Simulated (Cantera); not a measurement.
An adiabatic, constant-pressure homogeneous reactor starts with CH₄ : H₂ : O₂ : N₂ = 1 : 0.11 : 1.47 : 5.52 (molar parts), at 1375 K and 9.87 atm. Integrator tolerance rtol = 1e-08.

Computed with Cantera and GRI-Mech 3.0 (53 species, 325 reactions).

**Question.** What does this change do: pressure from 9.87 atm to 8.59 atm?

**Answer.** 
```tsv
quantity	before	after
time of steepest temperature rise	0.381 ms	0.438 ms
temperature at 8.00 s	2789 K	2784 K
equilibrium temperature	2789 K	2784 K
x(CH₄) at 8.00 s	9.25e-12 (gas-phase equilibrium 1.06e-11)	7.14e-12 (gas-phase equilibrium 8.21e-12)
x(H₂) at 8.00 s	0.0575 (gas-phase equilibrium 0.0575)	0.0576 (gas-phase equilibrium 0.0576)
x(O₂) at 8.00 s	0.000428 (gas-phase equilibrium 0.000428)	0.000470 (gas-phase equilibrium 0.000470)
x(HCN) at 8.00 s	1.00e-7 (gas-phase equilibrium 1.00e-7)	8.76e-8 (gas-phase equilibrium 8.76e-8)
x(C₂H₆) at 8.00 s	<1e-12 (gas-phase equilibrium <1e-12)	<1e-12 (gas-phase equilibrium <1e-12)
```

**Question.** What does this change do: 0.19 parts H2O added?

**Answer.** 
| quantity | before | after |
|---|---|---|
| time of steepest temperature rise | 0.381 ms | 0.387 ms |
| temperature at 8.00 s | 2789 K | 2758 K |
| equilibrium temperature | 2789 K | 2758 K |
| x(CH₄) at 8.00 s | 9.25e-12 (gas-phase equilibrium 1.06e-11) | 9.31e-12 (gas-phase equilibrium 1.07e-11) |
| x(H₂) at 8.00 s | 0.0575 (gas-phase equilibrium 0.0575) | 0.0583 (gas-phase equilibrium 0.0583) |
| x(O₂) at 8.00 s | 0.000428 (gas-phase equilibrium 0.000428) | 0.000388 (gas-phase equilibrium 0.000388) |
| x(HCN) at 8.00 s | 1.00e-7 (gas-phase equilibrium 1.00e-7) | 8.86e-8 (gas-phase equilibrium 8.86e-8) |
| x(C₂H₆) at 8.00 s | <1e-12 (gas-phase equilibrium <1e-12) | <1e-12 (gas-phase equilibrium <1e-12) |
